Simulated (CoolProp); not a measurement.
Saturation properties of 1,2-dichloroethane (Tc = 288.4 °C, pc = 5.226 MPa, ω = 0.269).

The numbers come from the reference Helmholtz-energy equation of state, Thol 2015 in CoolProp.

```
T (°C)   p (MPa)  liquid density (kg/m³)  vapour Z
------  --------  ----------------------  --------
5.15    0.003763                    1274    0.9977
10.85   0.005142                    1266    0.9970
16.55   0.006927                    1257    0.9962
22.15   0.009162                    1249    0.9953
27.85    0.01203                    1241    0.9941
33.55    0.01561                    1233    0.9928
39.25    0.02002                    1225    0.9913
44.85    0.02532                    1216    0.9896
50.55    0.03183                    1208    0.9876
56.25    0.03966                    1199    0.9853
61.95    0.04898                    1191    0.9828
67.55    0.05978                    1182    0.9800
73.25    0.07266                    1173    0.9768
78.95    0.08766                    1164    0.9733
```

It boils at 83.5 °C under 1 atm.
